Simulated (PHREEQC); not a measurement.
Dissolve 0.014 mol/kgw Na2HAsO4, 0.0034 mol/kgw HCl and 0.0083 mol/kgw FeCl3 at 45 °C. Closed to the air; pH follows from the charge balance.

The numbers come from PHREEQC with the ion-association model, wateq4f.dat.

| quantity | before | after |
|---|---|---|
| pH | 3.50 | 2.35 |
| H2AsO4- (mol/kgw) | 0.0132 | 0.00149 |
| Fe(OH)2+ (mol/kgw) | 0.00327 | 0.000305 |
| H3AsO4 (mol/kgw) | 0.000798 | 0.00131 |
| SI of Halite (NaCl) | -4.91 | -5.61 |

Task: Name the change that produced these shifts.
(A) FeCl3 from 0.0083 to 0.00415 mol/kgw
(B) Na2HAsO4 from 0.014 to 0.0028 mol/kgw
(C) FeCl3 from 0.0083 to 0.00913 mol/kgw
(D) temperature from 45 to 55 °C
(E) 0.00043 mol/kgw H2SO4 added

Result: B, Na2HAsO4 from 0.014 to 0.0028 mol/kgw

No solid was allowed to form. Some of these states are supersaturated (in Hematite (slow to form), Goethite (slow to form), for instance). The database's scorodite may be far more soluble than the real mineral, and it has no iron arsenate complexes; the constant wasn't checked at its source. At this temperature some constants are extrapolated from 25 °C, and those without enthalpy data are left unchanged.
